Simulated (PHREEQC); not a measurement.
Consider water at 25 °C with 0.071 mol/kgw HF, 0.1 mol/kgw (NH4)2SiF6, 0.077 mol/kgw H3PO4 and 0.31 mol/kgw H2SO4. Closed to the air; pH follows from the charge balance.

Equilibrium calculation in PHREEQC: ion-association model, phreeqc.dat.

**Question.** The ionic strength comes out as 0.693 mol/kgw. What activity coefficients do HSO4-, SiF6-2, F-, NH4SO4-, H+ get?

**Answer.** HSO4- 0.75, SiF6-2 0.19, F- 0.61, NH4SO4- 0.75, H+ 0.75.

This is a speciation only: nothing precipitates in the calculation. SiF6-2 is the database's only silicon fluoride.
